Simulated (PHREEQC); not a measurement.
Spent oxide etchant: an equilibrium model

A solution holds 0.0062 mol/kgw NH4HF2, 0.00032 mol/kgw (NH4)2SiF6 and 0.034 mol/kgw H2SO4, at 25 °C. Closed to the air; pH follows from the charge balance.

Equilibrium calculation in PHREEQC: ion-association model, phreeqc.dat.

This is a speciation only: nothing precipitates in the calculation.

### Question
Predict the pH, density, specific conductance.

### Answer
pH 1.47; density 0.999 g/cm³; specific conductance 15000 µS/cm.

### Question
In which forms is F present?

### Answer
HF 84 %, SiF6-2 13 %, F- 2.1 % of the F.

Complexes and solids missing from the database can't appear. SiF6-2 is the database's only silicon fluoride.
